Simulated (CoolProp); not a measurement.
Vapour-liquid equilibrium of R22 (1) + R114 (2) at 336.2 K; x and y are mole fractions of (1).

The numbers come from the multi-fluid Helmholtz-energy mixture model, Kamei 1995 and Platzer 1990; pair parameters Bell 2016 in CoolProp. This equation is an older, rougher fit; its heat capacities, sound speeds and derivatives of the liquid may be far off and weren't checked against measurements.

| x | bubble pressure (kPa) | y at the bubble point | dew pressure at overall composition x (kPa) | liquid density (mol/L) |
|---|---|---|---|---|
| 0.05 | 760.4 | 0.188 | 656.8 | 7.891 |
| 0.15 | 996.7 | 0.404 | 729.2 | 8.151 |
| 0.25 | 1202 | 0.531 | 817.4 | 8.432 |
| 0.35 | 1389 | 0.621 | 926.7 | 8.736 |
| 0.45 | 1566 | 0.692 | 1064 | 9.069 |
| 0.55 | 1741 | 0.755 | 1238 | 9.435 |
| 0.65 | 1918 | 0.812 | 1458 | 9.842 |
| 0.75 | 2100 | 0.867 | 1727 | 10.30 |
| 0.85 | 2290 | 0.920 | 2043 | 10.81 |
| 0.95 | 2489 | 0.973 | 2400 | 11.39 |

No azeotrope shows between x = 0.05 and 0.95.

Pair parameters are fitted to limited data, so mixtures are less certain than the pure fluids.
